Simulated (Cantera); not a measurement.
A Cantera script and its output.

```python
import numpy as np
import cantera as ct

gas = ct.Solution("h2o2.yaml")
gas.TPX = 473, 13332, {'H2': 1, 'O2': 0.526, 'N2': 1.98}
flame = ct.FreeFlame(gas, width=0.16)
flame.set_refine_criteria(ratio=3, slope=0.08, curve=0.16)
flame.transport_model = "mixture-averaged"
flame.solve(loglevel=0, auto=True)
z, T = flame.grid, flame.T
thick = (T[-1] - T[0]) / np.gradient(T, z).max()
show = ['H2', 'O2', 'O', 'H', 'HO2', 'H2O2']
print(f"laminar burning velocity  {flame.velocity[0] * 100:.3f} cm/s")
print(f"burnt temperature         {T[-1]:.1f} K")
print(f"thermal thickness         {thick * 1e3:.4f} mm")
print(f"grid points               {len(z)}")
z0 = z[flame.heat_release_rate.argmax()]
print(f"{'z/mm':>9s}{'T/K':>9s}{'u/(m/s)':>9s}" + "".join(f"{s:>11s}" for s in show))
rows = []
for k in (-3, -2, -1.5, -1, -0.5, -0.25, 0, 0.25, 0.5, 1, 2, 4, 8):
    zz = z0 + k * thick
    rows.append([k * thick, np.interp(zz, z, T), np.interp(zz, z, flame.velocity),
                 *(np.interp(zz, z, flame.X[gas.species_index(s)]) for s in show)])
    print(f"{rows[-1][0] * 1e3:9.3f}{rows[-1][1]:9.1f}{rows[-1][2]:9.3f}" + "".join(f"{x:11.3e}" for x in rows[-1][3:]))
```

It prints:

```
laminar burning velocity  382.979 cm/s
burnt temperature         2357.2 K
thermal thickness         6.0242 mm
grid points               140
     z/mm      T/K  u/(m/s)         H2         O2          O          H        HO2       H2O2
  -18.073    473.0    3.830  2.852e-01  1.500e-01  9.547e-19  1.870e-19  3.283e-16 -1.074e-16
  -12.048    473.0    3.830  2.852e-01  1.500e-01  1.749e-15  3.136e-15  5.322e-13  7.550e-17
   -9.036    473.0    3.830  2.852e-01  1.500e-01  1.998e-13  1.317e-12  6.440e-11  2.598e-14
   -6.024    473.0    3.830  2.852e-01  1.500e-01  8.717e-11  2.157e-09  2.796e-08  2.024e-11
   -3.012    476.8    3.856  2.841e-01  1.501e-01  2.135e-06  5.258e-05  6.116e-05  1.093e-06
   -1.506    626.0    4.989  2.612e-01  1.468e-01  1.176e-04  5.539e-03  5.149e-05  5.219e-06
    0.000   1059.3    8.157  1.372e-01  1.047e-01  6.133e-03  5.288e-02  1.737e-05  6.832e-07
    1.506   1351.4   10.279  4.697e-02  4.603e-02  1.420e-02  7.734e-02  6.659e-06  9.072e-07
    3.012   1476.1   11.149  4.119e-02  3.820e-02  1.483e-02  6.938e-02  4.752e-06  7.047e-07
    6.024   1616.2   12.093  4.211e-02  3.475e-02  1.396e-02  5.637e-02  3.606e-06  4.212e-07
   12.048   1769.3   13.092  4.165e-02  3.117e-02  1.217e-02  4.285e-02  2.677e-06  2.182e-07
   24.097   1925.5   14.078  3.906e-02  2.740e-02  9.759e-03  3.031e-02  1.947e-06  1.151e-07
   48.194   2075.2   14.994  3.440e-02  2.359e-02  7.141e-03  1.974e-02  1.447e-06  6.906e-08
```

Detailed kinetics in Cantera: the H2/O2 subset of GRI-Mech 3.0, which has no nitrogen chemistry. Burning velocities carry a grid error of a few per cent, more on coarse grids.
